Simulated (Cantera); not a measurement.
A freely propagating, adiabatic, planar premixed flame of CO : H2 : O2 : N2 = 1 : 0.66 : 0.954 : 3.59 (molar parts), unburnt at 300 K and 5.00 bar; mixture-averaged transport, grid criteria slope 0.08 and curve 0.16, no radiation.

Detailed kinetics in Cantera: GRI-Mech 3.0 (53 species, 325 reactions). The hydrogen kinetics of GRI-Mech 3.0 are dated; newer H2 mechanisms differ, most at raised pressure. Burning velocities carry a grid error of a few per cent, more on coarse grids.

Q: Predict: laminar burning velocity; thermal thickness; peak x(H).

A: 
| Quantity | Result |
|---|---|
| laminar burning velocity | 53.5 cm/s |
| thermal thickness | 0.0917 mm |
| peak x(H) | 0.00408 |
